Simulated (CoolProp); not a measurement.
Saturation properties of R236FA.

Model: reference Helmholtz-energy equation of state, Pan 2012, in CoolProp.

```tsv
T (°C)	p (kPa)	liquid density (kg/m³)	vapour density (kg/m³)	liquid cp (kJ/(kg K))	liquid viscosity (µPa s)
-21.35	40.92	1506	3.045	1.172	542
-12.35	…	1479	4.569	1.181	…
-3.35	93.71	1452	6.644	1.191	415
5.55	134.6	1424	9.365	1.203	368
14.55	189.0	1395	12.95	…	327
23.45	258.1	1365	17.48	1.235	292
32.45	346.4	1334	23.28	1.254	261
41.45	455.9	1301	…	1.277	233
```

Q: Fill in the missing entries.

A: 
- -12.35, p (kPa): 63.01
- -12.35, liquid viscosity (µPa s): 472
- 14.55, liquid cp (kJ/(kg K)): 1.218
- 41.45, vapour density (kg/m³): 30.57

It boils at -1.5 °C under 1 atm.

Viscosity comes from a separate model (Huber 2003), an estimate that may be off by 10 % or more.
